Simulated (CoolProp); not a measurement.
Properties of methanol along the isobar 8670 kPa (Tc = 240.2 °C, pc = 8216 kPa, ω = 0.565).

Computed with CoolProp (reference Helmholtz-energy equation of state, de Reuck 1993).

```csv
T (°C),phase,density (kg/m³),cp (kJ/(kg K)),Joule-Thomson coefficient (K/MPa),conductivity (mW/(m K))
217.65,liquid,530.0,5.530,0.6768,167
230.65,liquid,477.2,7.179,1.362,164
243.55,supercritical,254.6,108.7,6.987,208
256.45,supercritical,120.1,8.853,8.293,81.8
269.35,supercritical,100.4,6.089,7.967,74.2
282.25,supercritical,89.29,4.911,7.404,71.6
295.15,supercritical,81.92,4.243,6.716,70.8
308.15,supercritical,76.50,3.821,6.022,70.8
321.05,supercritical,72.32,3.539,5.377,71.4
333.95,supercritical,68.93,3.339,4.788,72.3
346.85,supercritical,66.10,3.192,4.250,73.4
```

The peak of cp marks the crossing from liquid-like to gas-like fluid above the critical point.

Thermal conductivity comes from a separate model (Sykioti 2013).
